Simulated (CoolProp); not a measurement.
Vapour-liquid equilibrium of diethyl ether (1) + n-hexane (2) at 853 kPa; x and y are mole fractions of (1).

Computed with CoolProp (multi-fluid Helmholtz-energy mixture model, Thol 2014 and Thol 2019; pair parameters Bell 2016).

| x | bubble temperature, mixture model (K) | bubble temperature, Raoult's law (K) | y, mixture model | y, Raoult's law |
|---|---|---|---|---|
| 0.05 | 425.8 | 426.2 | 0.101 | 0.110 |
| 0.125 | 420.6 | 421.4 | 0.231 | 0.253 |
| 0.2 | 416.1 | 417.0 | 0.342 | 0.374 |
| 0.275 | 412.0 | 413.0 | 0.438 | 0.478 |
| 0.35 | 408.3 | 409.2 | 0.522 | 0.567 |
| 0.425 | 405.0 | 405.7 | 0.597 | 0.644 |
| 0.5 | 401.9 | 402.5 | 0.665 | 0.712 |
| 0.575 | 399.0 | 399.4 | 0.726 | 0.771 |
| 0.65 | 396.2 | 396.5 | 0.783 | 0.823 |
| 0.725 | 393.7 | 393.8 | 0.836 | 0.869 |
| 0.8 | 391.2 | 391.3 | 0.885 | 0.910 |
| 0.875 | 388.9 | 388.9 | 0.930 | 0.947 |
| 0.95 | 386.6 | 386.6 | 0.973 | 0.980 |

The largest gap from Raoult's law is -1.0 K in bubble temperature, at x = 0.275. No azeotrope shows between x = 0.05 and 0.95.

Pair parameters are fitted to limited data, so mixtures are less certain than the pure fluids.
